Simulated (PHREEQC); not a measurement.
Solution (65 °C): 0.059 mol/kgw HF, 0.0023 mol/kgw NH4HF2 and 0.0053 mol/kgw H2SiF6. Closed to the air; pH follows from the charge balance.

Equilibrium calculation in PHREEQC: ion-association model, wateq4f.dat.

This is a speciation only: nothing precipitates in the calculation.

Question: Predict the pH.

Answer: pH 2.01.

Question: In which forms is F present?

Answer: HF 60 %, SiF6-2 33 %, H2F2 3.8 %, F- 2.2 %, HF2- 1.1 % of the F.

Constants without temperature data keep their 25 °C values here. SiF6-2 is the database's only silicon fluoride.
